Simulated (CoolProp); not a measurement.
Oxygen along the isotherm 241 K: fugacity coefficient from the reference equation and from simpler models built on Tc = 154.6 K, pc = 50.46 bar, ω = 0.022; each cubic takes its own stable root.

The numbers come from the reference Helmholtz-energy equation of state, Schmidt 1985 in CoolProp.

| p (bar) | phase | reference | Redlich-Kwong | Soave-Redlich-Kwong | Peng-Robinson |
|---|---|---|---|---|---|
| 2.52 | gas | 0.9960 | 0.9958 | 0.9961 | 0.9949 |
| 5.05 | gas | 0.9921 | 0.9915 | 0.9922 | 0.9899 |
| 7.57 | gas | 0.9882 | 0.9873 | 0.9884 | 0.9849 |
| 10.1 | gas | 0.9843 | 0.9831 | 0.9846 | 0.9799 |
| 12.6 | gas | 0.9804 | 0.9790 | 0.9808 | 0.9751 |
| 15.1 | gas | 0.9766 | 0.9750 | 0.9771 | 0.9703 |
| 17.7 | gas | 0.9727 | 0.9708 | 0.9732 | 0.9653 |
| 20.2 | gas | 0.9689 | 0.9667 | 0.9696 | 0.9606 |
| 22.7 | gas | 0.9651 | 0.9627 | 0.9659 | 0.9559 |
| 25.2 | gas | 0.9614 | 0.9588 | 0.9623 | 0.9513 |
